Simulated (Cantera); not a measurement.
Input: 1 mol CH₃SiCl₃, 0.0034 mol C₃H₈, 200 mol H₂, held at 2327 °C and 1.20 mbar.

Equilibrium computed with Cantera from the NASA thermochemical tables; the gas is ideal and each condensed phase is pure. Candidate condensed phases: C, C₆H₆, C₇H₈, C₈H₁₈, Si, SiC; 109 gas species. The feed counts by its element totals alone. Equilibrium is a limit: real reactors are often held back by kinetics, nucleation or transport.

Base state: H 0.646, H₂ 0.340, Cl 0.00566, HCl 0.00425, Si 0.00310, C₂H₂ (acetylene) 0.000969, C 0.000218, SiC₂ 0.000186 (mole fractions); condensed: gas only.

Task: What changes in the equilibrium state with this change: temperature from 2327 °C to 1525 °C?

Result: 
```tsv
species	before	after
H₂	0.340	0.975
HCl	0.00425	0.0145
H	0.646	0.0100
Si	0.00310	8.69e-5
C	0.000218	<1e-9
C₃	0.000136	<1e-9
SiC(s), mol	0	0.975
```

Task: What changes in the equilibrium state with this change: H₂ from 200 to 48 mol?

Result: 
```
species    before    after
-------  --------  -------
H           0.646    0.625
H₂          0.340    0.318
Cl        0.00566   0.0225
HCl       0.00425   0.0164
Si        0.00310   0.0109
SiCl      2.49e-6  3.49e-5
SiC₂     0.000186  0.00197
```
The tables' values for SiCl are old estimates; treat these amounts as uncertain.
